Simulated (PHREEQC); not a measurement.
Consider water at 20 °C with 0.00096 mol/kgw HF, 0.059 mol/kgw NH4F, 0.0012 mol/kgw (NH4)2SiF6 and 0.02 mol/kgw HCl. Closed to the air; pH follows from the charge balance.

All values are PHREEQC results (ion-association model, phreeqc.dat), not measurements.

No solid was allowed to form.

What pH, ionic strength, density does the model give?

pH 3.35; ionic strength 0.0631 mol/kgw; density 1.000 g/cm³.

In which forms is F present?

F- 55 %, HF 27 %, SiF6-2 11 %, HF2- 7.3 % of the F.

SiF6-2 is the database's only silicon fluoride.
